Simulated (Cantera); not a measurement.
A perfectly stirred reactor is fed with CH4 : O2 : N2 = 1 : 1.82 : 15.6 (molar parts), equivalence ratio 1.1, at 10.0 bar; it is adiabatic with a 400 K inlet, and is followed from long to short residence time, starting on the burning branch (τ in s: 0.19, 0.076, 0.03, 0.012, 0.0046, 0.0018, 0.00071, 0.00028, 0.00011, 4.4e-05, 1.7e-05).

Cantera simulation using GRI-Mech 3.0 (53 species, 325 reactions); the numbers are that mechanism's predictions, not measurements.

Task: What does this change do: inlet temperature 400 to 600 K?

Result: 
| quantity | before | after |
|---|---|---|
| blow-out, bracketed by the residence times tried | burning at 12.0 ms, out at 4.60 ms | burning at 4.60 ms, out at 1.80 ms |
| x(CH4) at τ = 0.190 s | 0.00156 | 0.000980 |
| x(O2) at τ = 0.190 s | 0.00154 | 0.000644 |
| x(HCO) at τ = 0.190 s | 2.77e-9 | 2.59e-9 |
| x(NO) at τ = 0.190 s | 4.84e-8 | 1.04e-6 |
| x(N2O) at τ = 0.190 s | 3.46e-8 | 9.39e-9 |
| x(CH4) at τ = 1.80 ms | 0.0543 | 0.0543 |
| x(O2) at τ = 1.80 ms | 0.0988 | 0.0988 |
| x(HCO) at τ = 1.80 ms | <1e-12 | <1e-12 |
| x(NO) at τ = 1.80 ms | <1e-12 | <1e-12 |
| x(N2O) at τ = 1.80 ms | <1e-12 | <1e-12 |
